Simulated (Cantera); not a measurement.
Feed: 1 mol SiF4, 0.018 mol C2H2, 2.2 mol H2, held at 1.00 bar.

These are equilibrium values from Cantera (NASA tables, ideal gas, pure condensed phases), not measurements of a reactor. Candidate condensed phases: C, C6H6, C7H8, C8H18, Si, SiC; 113 gas species. The tables' values for SiF3, SiF2 are old estimates; treat these amounts as uncertain. Kinetics and transport are ignored.

At 1498 K, list the 4 most abundant gas species with their mole fractions, and the condensed phases.

H2 0.675, SiF4 0.297, HF 0.0133, SiHF3 0.00728. Condensed: C(graphite).
